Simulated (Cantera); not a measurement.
A perfectly stirred reactor is fed with C2H4 : H2 = 1 : 5.6 (molar parts), at 0.0355 atm; it is held at 1550 K, and followed from long to short residence time.

Model: GRI-Mech 3.0 (53 species, 325 reactions), integrated in Cantera. GRI-Mech 3.0 was tuned for natural gas; its chemistry of ethylene as a main component is partial and can be far from experiment. GRI-Mech 3.0 stops at C3 and has no aromatics, soot or wall deposition, so with more carbon than oxygen in the feed, carbon stays in small species such as C2H2 where larger ones or solid carbon would form. Radical loss at walls, strong at low pressure, is not modelled.

Task: What does this change do: pressure from 0.0355 atm to 0.00178 atm?

Result: 
```csv
quantity,before,after
x(C2H4) at τ = 1.50 s,0.00380,0.0595
x(H2) at τ = 1.50 s,0.868,0.861
x(CH2) at τ = 1.50 s,1.59e-10,3.27e-10
x(C2H2) at τ = 1.50 s,0.128,0.0799
x(C2H6) at τ = 1.50 s,2.78e-7,4.13e-8
x(C2H4) at τ = 90.0 ms,0.0691,0.142
x(H2) at τ = 90.0 ms,0.859,0.850
x(CH2) at τ = 90.0 ms,4.67e-10,1.64e-10
x(C2H2) at τ = 90.0 ms,0.0715,0.00844
x(C2H6) at τ = 90.0 ms,2.10e-6,2.73e-8
```

Task: What does this change do: H2 5.6 to 0.74 parts?

Result: 
```csv
quantity,before,after
x(C2H4) at τ = 1.50 s,0.00380,0.0117
x(H2) at τ = 1.50 s,0.868,0.630
x(CH2) at τ = 1.50 s,1.59e-10,3.97e-10
x(C2H2) at τ = 1.50 s,0.128,0.357
x(C2H6) at τ = 1.50 s,2.78e-7,5.54e-7
x(C2H4) at τ = 90.0 ms,0.0691,0.245
x(H2) at τ = 90.0 ms,0.859,0.545
x(CH2) at τ = 90.0 ms,4.67e-10,1.66e-9
x(C2H2) at τ = 90.0 ms,0.0715,0.209
x(C2H6) at τ = 90.0 ms,2.10e-6,3.69e-6
```

Task: What does this change do: pressure from 0.0355 atm to 0.987 atm?

Result: 
```tsv
quantity	before	after
x(C2H4) at τ = 1.50 s	0.00380	0.0129
x(H2) at τ = 1.50 s	0.868	0.813
x(CH2) at τ = 1.50 s	1.59e-10	2.19e-9
x(C2H2) at τ = 1.50 s	0.128	0.0890
x(C2H6) at τ = 1.50 s	2.78e-7	5.24e-5
x(C2H4) at τ = 90.0 ms	0.0691	0.0195
x(H2) at τ = 90.0 ms	0.859	0.847
x(CH2) at τ = 90.0 ms	4.67e-10	1.79e-9
x(C2H2) at τ = 90.0 ms	0.0715	0.103
x(C2H6) at τ = 90.0 ms	2.10e-6	6.25e-5
```
